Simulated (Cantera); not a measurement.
## NO annealing gas

A perfectly stirred reactor is fed with NO : N2 = 6.8 : 0.84 (molar parts), at 1.40 bar; it is held at 1900 K, and followed from long to short residence time.

Detailed kinetics in Cantera: GRI-Mech 3.0 (53 species, 325 reactions).

| τ (s) | x NO | x O | x O2 | x NO2 | x N2O | x N2 |
|---|---|---|---|---|---|---|
| 27 | 0.0812 | 0.000162 | 0.404 | 0.000274 | 3.06e-6 | 0.514 |
| 8.1 | 0.165 | 0.000153 | 0.362 | 0.000526 | 1.16e-5 | 0.473 |
| 2.5 | 0.307 | 0.000138 | 0.291 | 0.000881 | 3.98e-5 | 0.401 |
| 0.75 | 0.505 | 0.000114 | 0.191 | 0.00118 | 0.000109 | 0.302 |
| 0.23 | 0.693 | 8.44e-5 | 0.0975 | 0.00119 | 0.000209 | 0.208 |
| 0.070 | 0.813 | 5.80e-5 | 0.0379 | 0.000935 | 0.000292 | 0.148 |
| 0.021 | 0.864 | 4.13e-5 | 0.0122 | 0.000687 | 0.000328 | 0.122 |
| 0.0065 | 0.882 | 3.30e-5 | 0.00358 | 0.000546 | 0.000323 | 0.114 |
x: mole fraction; the columns are a selection and need not sum to one.
